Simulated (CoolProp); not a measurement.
Values from CoolProp's reference Helmholtz-energy equation of state, de Reuck 1990.

Task: Give the vapour pressure (MPa), vapour density (kg/m³), surface tension (mN/m) of saturated fluorine at 87.8, 96.9, 110.7 K.

Result: 
```tsv
T (K)	p (MPa)	vapour density (kg/m³)	surface tension (mN/m)
87.8	0.138	7.48	12.7
96.9	0.330	16.9	10.3
110.7	0.931	45.3	6.76
```

Surface tension comes from a separate correlation (Mulero 2012).
